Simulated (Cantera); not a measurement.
An isothermal, constant-pressure homogeneous reactor starts with CH₄ : O₂ : N₂ = 0.0067 : 0.03 : 1 (molar parts), at 1100 K and 2.10 bar.

Model: GRI-Mech 3.0 (53 species, 325 reactions), integrated in Cantera.

x: mole fraction; the columns are a selection and need not sum to one.

| t (s) | x CH₄ | x O₂ | x C₂H₆ | x CO | x C₂H₂ | x NO | x CH₂O |
|---|---|---|---|---|---|---|---|
| 7.00e-5 | 0.00646 | 0.0289 | <1e-12 | <1e-12 | <1e-12 | <1e-12 | <1e-12 |
| 0.000174 | 0.00646 | 0.0289 | <1e-12 | <1e-12 | <1e-12 | <1e-12 | 5.82e-12 |
| 0.000434 | 0.00646 | 0.0289 | <1e-12 | <1e-12 | <1e-12 | <1e-12 | 3.67e-11 |
| 0.00108 | 0.00646 | 0.0289 | <1e-12 | <1e-12 | <1e-12 | <1e-12 | 2.36e-10 |
| 0.00270 | 0.00646 | 0.0289 | 9.01e-12 | 1.09e-12 | <1e-12 | <1e-12 | 1.60e-9 |
| 0.00672 | 0.00646 | 0.0289 | 2.16e-10 | 2.10e-11 | <1e-12 | <1e-12 | 1.24e-8 |
| 0.0167 | 0.00646 | 0.0289 | … | 5.51e-10 | <1e-12 | <1e-12 | … |
| 0.0417 | 0.00646 | 0.0289 | 1.96e-7 | 1.73e-8 | <1e-12 | <1e-12 | 1.02e-6 |
| 0.104 | 0.00645 | 0.0289 | 1.29e-6 | 2.80e-7 | 1.69e-12 | <1e-12 | 4.62e-6 |
| 0.259 | 0.00642 | 0.0289 | 7.85e-6 | 4.18e-6 | 6.83e-11 | <1e-12 | 2.01e-5 |
| 0.645 | … | 0.0171 | <1e-12 | … | <1e-12 | … | … |
| 1.61 | <1e-12 | 0.0160 | <1e-12 | 2.23e-5 | <1e-12 | 2.87e-9 | <1e-12 |
| 4.00 | <1e-12 | 0.0160 | <1e-12 | 4.11e-7 | <1e-12 | 5.42e-9 | <1e-12 |

Q: Complete the blanks.

A: 
- 0.0167, x C₂H₆: 7.82e-9
- 0.0167, x CH₂O: 1.20e-7
- 0.645, x CH₄: 9.47e-8
- 0.645, x CO: 0.00226
- 0.645, x NO: 1.79e-9
- 0.645, x CH₂O: 7.07e-9
